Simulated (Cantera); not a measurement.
## Pyrogenic steam for wet oxidation

An isothermal, constant-pressure homogeneous reactor starts with 8.01 % H₂, 17.0 % O₂, 75.0 % N₂, equivalence ratio 0.23, at 1100 K and 0.430 bar.

Cantera simulation using the H2/O2 subset of GRI-Mech 3.0, which has no nitrogen chemistry; the numbers are that mechanism's predictions, not measurements. The temperature is held fixed by assumption; the heat of reaction is taken as removed at once.

```csv
t (s),x H₂,x O₂,x OH,x O,x H₂O₂,x HO₂
2.00e-5,0.0801,0.170,2.45e-10,4.98e-10,<1e-12,1.22e-9
5.97e-5,0.0801,0.170,6.06e-9,1.29e-8,1.45e-11,1.04e-8
0.000178,0.0796,0.170,4.18e-5,8.00e-5,1.03e-7,2.57e-5
0.000533,0.00174,0.136,0.000620,0.000747,3.88e-6,3.27e-5
0.00159,0.000250,0.136,0.000119,5.86e-5,1.34e-6,9.40e-6
0.00476,4.25e-5,0.136,4.78e-5,8.65e-6,4.02e-7,2.20e-6
0.0142,4.66e-6,0.136,2.12e-5,1.39e-6,1.08e-7,3.58e-7
0.0424,3.06e-7,0.136,9.73e-6,2.73e-7,2.80e-8,5.80e-8
0.127,2.48e-8,0.136,4.90e-6,6.96e-8,7.93e-9,1.37e-8
0.379,5.70e-9,0.136,2.67e-6,2.08e-8,2.50e-9,4.45e-9
1.13,1.76e-9,0.136,1.52e-6,6.78e-9,8.40e-10,2.16e-9
3.38,6.89e-10,0.136,9.23e-7,2.52e-9,3.20e-10,1.90e-9
10.1,4.70e-10,0.136,7.07e-7,1.48e-9,1.91e-10,2.10e-9
30.1,4.58e-10,0.136,6.90e-7,1.41e-9,1.82e-10,2.13e-9
90.0,4.58e-10,0.136,6.90e-7,1.41e-9,1.82e-10,2.13e-9
```
x: mole fraction; the columns are a selection and need not sum to one.

Equilibrium at this temperature and pressure: H₂ 4.58e-10, O₂ 0.136, OH 6.90e-7, O 1.41e-9, H₂O₂ 1.82e-10, HO₂ 2.13e-9 (gas phase only).
